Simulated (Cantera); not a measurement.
A Cantera script and what it prints.

```python
import numpy as np
import cantera as ct

gas_names = """
    Fe FeO Fe(OH)2 H HNO HNO2 HNO3 HO2 H2 H2O H2O2 N NH NH2 NH3 NH2OH NO NO2 NO3 N2 N2H2 N2H4 N2O O OH
    O2 O3
""".split()
cond_names = """
    Fe(a) Fe(c) Fe(d) Fe(L) FeO(s) FeO(L) Fe(OH)2(s) Fe(OH)3(s) Fe2O3(s) Fe3O4(s) H2O(s) H2O(L)
""".split()


def load(file, names, dense=False):
    # The tables refer to 1 bar. Condensed volumes are neglected.
    table = {s.name: s for s in ct.Species.list_from_file(file)}
    out = []
    for n in names:
        d = dict(table[n].input_data)
        d["thermo"] = dict(d["thermo"], **{"reference-pressure": 1e5})
        if dense:
            d["equation-of-state"] = {"model": "constant-volume", "density": "1e6 g/cm^3"}
        out.append(ct.Species.from_dict(d))
    return out


gas = ct.Solution(thermo="ideal-gas", species=load("nasa_gas.yaml", gas_names))
cond = {s.name: ct.Solution(thermo="fixed-stoichiometry", species=[s], name=s.name)
        for s in load("nasa_condensed.yaml", cond_names, dense=True)}
atoms = {
    'Fe3O4': {'Fe': 3, 'O': 4},
    'H2': {'H': 2},
    'N2': {'N': 2},
}
top_T = {'Fe2O3(s)': 1830, 'Fe3O4(s)': 1870}  # K; cautious upper limits of use, not melting points


def equilibrate(T, P, feed):
    n = {}
    for name, mol in feed.items():
        for a, k in atoms[name].items():
            n[a] = n.get(a, 0.0) + k * mol
    gas.TPX = T, P, n
    mass = sum(n.values()) * gas.mean_molecular_weight
    gas.equilibrate("TP")
    valid = [c for c in cond.values() if c.min_temp <= T <= top_T.get(c.name, c.max_temp)]
    mix = ct.Mixture([(gas, mass / gas.mean_molecular_weight)] + [(c, 0.0) for c in valid])
    mix.T, mix.P = T, P
    mix.equilibrate("TP", solver="vcs", rtol=1e-11, max_steps=5000)
    return mix


results = []
feed = {'Fe3O4': 1, 'H2': 100, 'N2': 10}  # mol
T = 1448  # K
P = 60  # Pa
mix = equilibrate(T, P, feed)
results.append((T, P, feed, dict(zip(mix.species_names, mix.species_moles))))
print(gas.report(threshold=0.0001))
for i in range(1, mix.n_phases):
    print(f"{mix.phase(i).name:16s} {mix.phase_moles(i):12.5e} mol")
```

Result:

```
       temperature   1448 K
          pressure   60 Pa
           density   2.4741e-05 kg/m^3
  mean mol. weight   4.9644 kg/kmol
   phase of matter   gas

                          1 kg             1 kmol
                     ---------------   ---------------
          enthalpy        5.3478e+06        2.6549e+07  J
   internal energy        2.9227e+06        1.4509e+07  J
           entropy             50675        2.5157e+05  J/K
    Gibbs function       -6.8029e+07       -3.3772e+08  J
 heat capacity c_p            6626.9             32898  J/K
 heat capacity c_v            4952.1             24584  J/K

                      mass frac. Y      mole frac. X     chem. pot. / RT
                     ---------------   ---------------   ---------------
                 H        7.1361e-05        0.00035145           -13.028
                H2           0.35424           0.87233           -26.056
               H2O           0.13192          0.036354           -56.966
                N2           0.51287          0.090886           -35.721
     [  +23 minor]        0.00089594        7.9872e-05

Fe(c)             2.99125e+00 mol
FeO(s)            0.00000e+00 mol
Fe(OH)2(s)        0.00000e+00 mol
Fe(OH)3(s)        0.00000e+00 mol
Fe2O3(s)          0.00000e+00 mol
Fe3O4(s)          0.00000e+00 mol
```

These are equilibrium values from Cantera (NASA tables, ideal gas, pure condensed phases), not measurements of a reactor.
